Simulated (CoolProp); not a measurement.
Saturated liquid density (kg/m³) of CHF3 (R23): the reference equation beside estimates from Tc = 299.3 K, pc = 48.32 bar, ω = 0.263. Rackett uses Z = 0.29056 − 0.08775 ω.

Model: reference Helmholtz-energy equation of state, Penoncello 2003, in CoolProp.

```tsv
T (K)	reference	Rackett	van der Waals	Soave-Redlich-Kwong	Peng-Robinson
219.5	1331	1255	752.6	1132	1283
228.3	1292	1218	730.7	1094	1241
237	1251	1180	707.4	1053	1195
245.8	1207	1138	682.1	1007	1143
254.5	1159	1094	654.8	956.3	1085
263.2	1106	1045	624.5	899.5	1020
272	1044	988.5	589.9	833.5	943.5
280.7	970.7	922.5	549.5	756.1	852.9
```

Absolute difference from the reference over all 8 rows, mean and median: Rackett 5.5 and 5.6 %, van der Waals 43.5 and 43.5 %, Soave-Redlich-Kwong 17.6 and 17.0 %, Peng-Robinson 6.7 and 5.8 %.
